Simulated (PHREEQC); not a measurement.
Ultrapure water in contact with air or piping (model solution)

Model water analysis in mg/L, 25 °C, pH 5.74, pe 8.6:

```
constituent            mg/L
------------------  -------
Na                  0.00137
K                     0.103
Ca                   0.0528
Mg                    0.019
Cl                   0.0223
S(6) as SO4           0.272
Alkalinity as HCO3   0.0338
Ba                  0.00133
```

Valence states are taken as typed.

Equilibrium calculation in PHREEQC: ion-association model, wateq4f.dat.

This is a speciation only: nothing precipitates in the calculation.

Task: Predict the ionic strength.

Result: ionic strength 1.36e-5 mol/kgw.

Task: In which forms is C present?

Result: CO2 80 %, HCO3- 20 % of the C.
